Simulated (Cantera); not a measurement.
Feed: 1 mol PbO, 0.89 mol CH₄, 0.77 mol H₂, held at 877 °C and 750 Torr.

Method: chemical equilibrium by Gibbs-energy minimisation in Cantera with the NASA 1993 tables (ideal gas, pure condensed phases). Candidate condensed phases: C, C₆H₆, C₇H₈, C₈H₁₈, H₂O, Pb, PbO, PbO₂, Pb₃O₄; 113 gas species. Kinetics and transport are ignored.

Base state: H₂ 0.712, CO 0.249, H₂O 0.0276, CO₂ 0.00813, CH₄ 0.00356, Pb 0.000290 (mole fractions); condensed: Pb(l).

Question: What changes in the equilibrium state with this change: CH₄ from 0.89 to 0.8 mol?

Answer: 
```tsv
species	before	after
H₂	0.712	0.696
CO	0.249	0.237
H₂O	0.0276	0.0505
CO₂	0.00813	0.0145
Pb	0.000290	0.000290
CH₄	0.00356	0.00173
Pb(l), mol	0.999	0.999
```

Question: What changes in the equilibrium state with this change: temperature from 877 °C to 1102 °C?

Answer: 
```csv
species,before,after
H₂,0.712,0.709
CO,0.249,0.252
H₂O,0.0276,0.0272
Pb,0.000290,0.00656
CH₄,0.00356,7.59e-5
CO₂,0.00813,0.00468
"Pb(l), mol",0.999,0.977
```
